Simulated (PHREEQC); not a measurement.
1.4 g of hydrous ferric oxide (600 m²/g; 0.2 weak and 0.005 strong sites per Fe, Dzombak-Morel constants, diffuse double layer) in 1 kg of water with 0.3 mol/kgw of an inert sodium salt and 4.9e-05 mol/kgw NaH2PO4, at 25 °C; the pH is set by adding NaOH or the inert anion's acid. O2 is buffered at 0.21 atm. The system is closed to CO2. No solid was allowed to form.

Model: ion-association model, wateq4f.dat, run in PHREEQC.

| pH | P sorbed (%) | surface charge σ (C/m²) | surface potential ψ (mV) |
|---|---|---|---|
| 3 | 100.0 | 0.362 | 125 |
| 3.5 | 100.0 | 0.356 | 124 |
| 4 | 100.0 | 0.341 | 122 |
| 5 | 100.0 | 0.263 | 109 |
| 5.5 | 100.0 | 0.205 | 96 |
| 6 | 100.0 | 0.150 | 81 |
| 6.5 | 100.0 | 0.102 | 64 |
| 7 | 100.0 | 0.063 | 45 |
| 8 | 99.5 | 0.003 | 3 |
| 8.5 | 97.4 | -0.024 | -19 |
| 9 | 87.6 | -0.054 | -39 |

Complexes and solids missing from the database can't appear. H3PO4, which wateq4f.dat lacks, is added to it with the constant of phreeqc.dat. The oxide is taken as insoluble; below pH 4 it would dissolve.
